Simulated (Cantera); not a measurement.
A closed system holds: 1 mol Cu, 0.78 mol F2, 9.4 mol N2, 7.9 mol HF, equilibrated at 2.20 mbar.

These are equilibrium values from Cantera (NASA tables, ideal gas, pure condensed phases), not measurements of a reactor. Candidate condensed phases: Cu, CuF2; 25 gas species. Equilibrium is a limit: real reactors are often held back by kinetics, nucleation or transport. All values below are at 650 °C.

Base state: N2 0.543, HF 0.456, CuF 0.000505, CuF2 0.000426 (mole fractions); condensed: Cu(s) + CuF2(s).

What changes in the equilibrium state with this change: F2 from 0.78 to 2.1 mol?


```
species         before     after
------------  --------  --------
N2               0.543     0.487
HF               0.456     0.409
F                <1e-9    0.0932
F2               <1e-9    0.0104
CuF2          0.000426  0.000426
CuF           0.000505     <1e-9
Cu(s), mol       0.216         0
CuF2(s), mol     0.768     0.992
```
